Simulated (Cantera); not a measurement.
Input: 1 mol CH3Cl, 0.27 mol HCl, 0.37 mol H2, 0.06 mol CH4, equilibrated at 1.33 mbar.

Equilibrium computed with Cantera from the NASA thermochemical tables; the gas is ideal and each condensed phase is pure. Candidate condensed phases: C, C6H6, C7H8, C8H18; 91 gas species. Kinetics and transport are ignored.

Problem. At 1798 K, list the 5 most abundant gas species with their mole fractions, and the condensed phases.

Solution. H2 0.535, HCl 0.453, H 0.00706, Cl 0.00457, C2H2 (acetylene) 9.24e-5. Condensed: C(graphite).
